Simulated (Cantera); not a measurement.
Mixture: H₂ : O₂ : N₂ = 1 : 0.385 : 1.45 (molar parts), equivalence ratio 1.3, at 1.00 bar, adiabatic and at constant pressure. Ignition delay is the time to a rise of 400 K.

Detailed kinetics in Cantera: the H2/O2 subset of GRI-Mech 3.0, which has no nitrogen chemistry. Where the delays flatten at high temperature, the 400 K rule measures the pace of heat release, not the induction time.

Q: What does this change do: pressure from 1.00 bar to 0.830 bar?

A: 
```csv
quantity,before,after
delay at 1175 K,55.4 µs,66.2 µs
delay at 1325 K,27.9 µs,34.4 µs
delay at 1475 K,18.8 µs,23.9 µs
delay at 1625 K,15.7 µs,20.6 µs
```
